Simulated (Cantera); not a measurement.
An isothermal, constant-pressure homogeneous reactor starts with 3.23 % C3H8, 96.8 % H2, at 1023 K and 1.00 bar.

Computed with Cantera and GRI-Mech 3.0 (53 species, 325 reactions). GRI-Mech 3.0 was tuned for natural gas; its chemistry of propane as a main component is partial and can be far from experiment. GRI-Mech 3.0 stops at C3 and has no aromatics, soot or wall deposition, so with more carbon than oxygen in the feed, carbon stays in small species such as C2H2 where larger ones or solid carbon would form.

One state of this run: x C3H8 = 2.86e-6; x H2 = 0.934; x C2H6 = 0.0186; x C2H2 = 3.92e-5; x H = 1.01e-7; x C2H4 = 0.0110. x: mole fraction; the columns are a selection and need not sum to one.

### Question
Which value of t (s) does it belong to?
A) 0.00154
B) 0.0362
C) 0.000188
D) 6.98

### Answer
D, 6.98
